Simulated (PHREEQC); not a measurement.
Model water analysis in mmol/kgw, 25 °C, pH 2.97, pe 8.6:

```csv
constituent,mmol/kgw
Na,9.12
K,8.03
Ca,11.5
Mg,11
Cl,23.8
S(6),19.8
Cd,0.066
Si,0.0354
Cu(2),1.66
Pb,0.0424
N(5),0.197
```

Valence states are taken as typed.

Computed with PHREEQC (ion-association model, phreeqc.dat).

No solid was allowed to form.

**Question.** Predict the ionic strength.

**Answer.** ionic strength 0.0795 mol/kgw.

**Question.** In which forms is Cu present?

**Answer.** Cu+2 70 %, CuSO4 28 %, CuCl+ 1.9 % of the Cu.

The solution is supersaturated, for example in Anglesite, so a real one may precipitate; this is no full list. Species that the database lacks are ignored.
